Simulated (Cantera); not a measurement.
A closed system holds: 1 mol Si, 7.1 mol F2, 0.28 mol H2, at 1325 K and 5300 Pa.

Cantera equilibrium calculation (NASA polynomials, part measured and part estimated; ideal gas, pure solids and liquids). Candidate condensed phases: Si; 25 gas species. Kinetics and transport are ignored.

Base state: F 0.828, SiF4 0.0918, HF 0.0514, F2 0.0286 (mole fractions); condensed: gas only.

**Question.** What changes in the equilibrium state with this change: H2 from 0.28 to 0.13 mol?

**Answer.** 
| species | before | after |
|---|---|---|
| F | 0.828 | 0.854 |
| SiF4 | 0.0918 | 0.0920 |
| F2 | 0.0286 | 0.0304 |
| HF | 0.0514 | 0.0239 |
